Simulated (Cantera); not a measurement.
An isothermal, constant-pressure homogeneous reactor starts with NO : N2 = 1 : 0.92 (molar parts), at 1998 K and 100.0 Torr.

Detailed kinetics in Cantera: GRI-Mech 3.0 (53 species, 325 reactions).

x: mole fraction; the columns are a selection and need not sum to one.

```csv
t (s),x NO,x N2O,x O,x NO2,x O2,x N2
1.00e-5,0.521,4.13e-7,4.13e-7,1.63e-9,2.16e-10,0.479
3.88e-5,0.521,1.60e-6,1.59e-6,2.39e-8,3.24e-9,0.479
0.000151,0.521,6.09e-6,6.06e-6,3.30e-7,4.84e-8,0.479
0.000585,0.521,2.20e-5,2.26e-5,3.67e-6,7.48e-7,0.479
0.00227,0.521,(withheld),(withheld),(withheld),(withheld),0.479
0.00881,0.520,0.000113,0.000191,5.72e-5,0.000293,0.480
0.0342,0.517,0.000115,(withheld),(withheld),(withheld),0.481
0.133,0.505,0.000108,0.000255,8.00e-5,0.00788,0.487
0.515,0.456,8.40e-5,0.000380,0.000118,0.0322,0.512
2.00,0.289,3.09e-5,0.000639,0.000135,0.115,0.595
```

Q: Some entries are withheld; supply them.

A: 
- 0.00227, x N2O: 6.59e-5
- 0.00227, x O: 8.63e-5
- 0.00227, x NO2: 2.45e-5
- 0.00227, x O2: 1.55e-5
- 0.0342, x O: 0.000211
- 0.0342, x NO2: 6.39e-5
- 0.0342, x O2: 0.00181
